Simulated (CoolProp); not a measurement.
Isobutene along the isobar 8.7 MPa: density (kg/m³) from the reference equation and from simpler models built on Tc = 144.9 °C, pc = 4.016 MPa, ω = 0.193; each cubic takes its own stable root.

The numbers come from the reference Helmholtz-energy equation of state, Lemmon 2005 in CoolProp. It is a short technical equation, of lower accuracy than the large ones.

```csv
T (°C),phase,reference,van der Waals,Redlich-Kwong
136.95,liquid,445.8,314.6,394.7
150.95,supercritical,416.6,302.2,368.1
164.85,supercritical,382.8,289.0,339.6
178.85,supercritical,342.9,(withheld),308.8
192.85,supercritical,297.9,259.2,276.9
206.85,supercritical,253.9,242.7,245.9
220.85,supercritical,218.4,(withheld),218.4
234.85,supercritical,192.4,208.0,195.8
248.85,supercritical,(withheld),(withheld),(withheld)
262.85,supercritical,158.8,176.7,(withheld)
276.85,supercritical,147.3,163.9,151.9
```

Problem. Some entries are withheld; supply them.

Solution. 
- 178.85, van der Waals: 274.7
- 220.85, van der Waals: 225.4
- 248.85, reference: 173.3
- 248.85, van der Waals: 191.5
- 248.85, Redlich-Kwong: 177.8
- 262.85, Redlich-Kwong: 163.5
